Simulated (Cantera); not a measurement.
Feed: 1 mol Si2H6, 2.7 mol NO, held at 0.100 bar.

Method: chemical equilibrium by Gibbs-energy minimisation in Cantera with the NASA 1993 tables (ideal gas, pure condensed phases). Candidate condensed phases: H2O, Si, SiO2, Si2N2O, Si3N4; 35 gas species. The feed counts by its element totals alone. Mutual solubility and eutectic melting of coexisting phases are not modelled. The tables hold silica as quartz up to 1696 K and as liquid above; real silica turns to tridymite and cristobalite and melts near 1996 K. Equilibrium is a limit: real reactors are often held back by kinetics, nucleation or transport. All values below are at 1500 K.

Base state: H2 0.766, N2 0.234, H2O 0.000169, SiO 7.78e-5, H 4.87e-5 (mole fractions); condensed: SiO2(β-quartz) + Si2N2O(s).

### Question
What changes in the equilibrium state with this change: pressure from 0.100 bar to 1.40 mbar?

### Answer
```
species                before     after
-------------------  --------  --------
H2                      0.766     0.742
N2                      0.234     0.234
SiO                   7.78e-5    0.0230
H                     4.87e-5  0.000405
H2O                  0.000169   3.94e-5
SiO2(β-quartz), mol      1.13      1.10
Si2N2O(s), mol          0.433     0.402
```
